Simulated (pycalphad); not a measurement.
CALPHAD calculation (pycalphad, COST 507 light-alloy database (1999)), 1 atm. These are 1990s assessments: newer ones move some temperatures and phases. The system is extrapolated from its subsystems; higher-order compounds may be missing. Amounts are mole fractions of atoms.

Give the equilibrium state of Al-1.41Sn-4.67Si (at.%) at 477 °C.

fcc, fraction 0.942, with 0.11 Sn, 0.61 Si at.%; diamond (Si), fraction 0.041, with <0.01 Sn, >99.99 Si at.%; liquid, fraction 0.017, with 77.8 Sn, 0.09 Si at.%.

Give the equilibrium state of Al-1.41Sn-4.67Si (at.%) at 227 °C.


```
T = 500.00 K, P = 101325 Pa, N = 1 mol of atoms
G = -15512 J/mol, H = 5179 J/mol, S = 41.38 J/(mol K)  (SER reference)
chemical potentials (J/mol): Al -15579, Sn -27220, Si -10615
phase             fraction      x(Al)      x(Sn)      x(Si)
FCC_A1              0.9392     0.9998   3.71e-05   0.000131
DIAMOND_A4          0.0466   1.22e-11   1.87e-07     1.0000
BCT_A5              0.0142     0.0098     0.9902       none
```

FCC_A1 is fcc; DIAMOND_A4 is diamond (Si); BCT_A5 is bct (Sn). An entry "none" or "no" means that the model of the phase leaves that element out.
